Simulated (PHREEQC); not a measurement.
A PHREEQC speciation (ion-association model, phreeqc.dat) at 20 °C gives pH 2.18 and these molalities:

```tsv
species	mol/kgw
H+	0.00709
H2PO4-	0.00709
H3PO4	0.00591
```

What are the element totals, and what could have been dissolved in 1 kg of water to give them?

Several could match; the one computed here: totals P 0.0130 mol/kgw, from 0.013 mol H3PO4 per kg of water.

This is a speciation only: nothing precipitates in the calculation.
